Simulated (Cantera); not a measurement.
A Cantera script and its output.

```python
import numpy as np
import cantera as ct

gas = ct.Solution("gri30.yaml")
gas.TPX = 800, 120000, {'CH4': 1, 'C2H6': 0.25, 'O2': 5.64, 'N2': 46.8}
inlet = ct.Reservoir(gas, clone=True)
gas.equilibrate("HP")  # start burning
reactor = ct.IdealGasConstPressureReactor(gas, energy="on", clone=False)
exhaust = ct.Reservoir(gas, clone=True)
tau = [0.029, 0.015, 0.0077, 0.004, 0.0021, 0.0011, 0.00056, 0.00029, 0.00015, 7.7e-05, 4e-05][0]
for a, b in ((inlet, reactor), (reactor, exhaust)):
    ct.MassFlowController(a, b, mdot=lambda t: reactor.mass / tau)
net = ct.ReactorNet([reactor])
show = ['CH4', 'C2H6', 'O2', 'NO', 'CH2']

rows = []
print(f"{'tau/s':>10s}{'T/K':>9s}" + "".join(f"{s:>11s}" for s in show))
for tau in [0.029, 0.015, 0.0077, 0.004, 0.0021, 0.0011, 0.00056, 0.00029, 0.00015, 7.7e-05, 4e-05]:
    net.initial_time = 0.0
    net.advance(30 * tau)
    before = gas.X
    net.advance(40 * tau)
    drift = np.max(np.abs(gas.X - before) / (gas.X + 1e-9))
    rows.append([gas.T, *gas[show].X, drift])
    print(f"{tau:10.3e}{gas.T:9.1f}" + "".join(f"{x:11.3e}" for x in gas[show].X))
```

Result:

```
     tau/s      T/K        CH4       C2H6         O2         NO        CH2
 2.900e-02   1413.6  4.249e-05  2.745e-06  5.179e-02  9.192e-07  5.227e-08
 1.500e-02   1407.9  6.667e-05  4.238e-06  5.207e-02  7.508e-07  9.067e-08
 7.700e-03   1398.8  1.078e-04  6.723e-06  5.255e-02  6.301e-07  1.569e-07
 4.000e-03   1384.3  1.820e-04  1.113e-05  5.338e-02  5.300e-07  2.679e-07
 2.100e-03   1358.6  3.502e-04  2.103e-05  5.502e-02  3.836e-07  4.586e-07
 1.100e-03    800.0  1.863e-02  4.656e-03  1.050e-01 -1.636e-21  2.927e-27
 5.600e-04    800.0  1.863e-02  4.656e-03  1.050e-01  1.317e-24  7.909e-28
 2.900e-04    800.0  1.863e-02  4.656e-03  1.050e-01 -1.201e-28  2.301e-28
 1.500e-04    800.0  1.863e-02  4.656e-03  1.050e-01  1.191e-33  6.305e-29
 7.700e-05    800.0  1.863e-02  4.656e-03  1.050e-01  1.535e-34  1.664e-29
 4.000e-05    800.0  1.863e-02  4.656e-03  1.050e-01  3.809e-35  4.482e-30
```

Cantera simulation using GRI-Mech 3.0 (53 species, 325 reactions); the numbers are that mechanism's predictions, not measurements.
